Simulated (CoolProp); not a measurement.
Vapour-liquid equilibrium of hydrogen chloride (1) + n-butane (2) at 1.45 bar; x and y are mole fractions of (1).

The numbers come from the multi-fluid Helmholtz-energy mixture model, Thol 2018 and Bücker 2006; pair parameters Bell 2016 in CoolProp.

Task: Give the bubble temperature and the first vapour's composition at x = 0.05, 0.5, 0.65. Is there an azeotrope?

Result: x = 0.05: 245.8 K, y = 0.781; x = 0.5: 198.4 K, y = 0.991; x = 0.65: 198.0 K, y = 0.991. No azeotrope shows between x = 0.05 and 0.95.

Pair parameters are fitted to limited data, so mixtures are less certain than the pure fluids. With so large a gap from Raoult's law the liquid may split in two, which this calculation doesn't test in full.
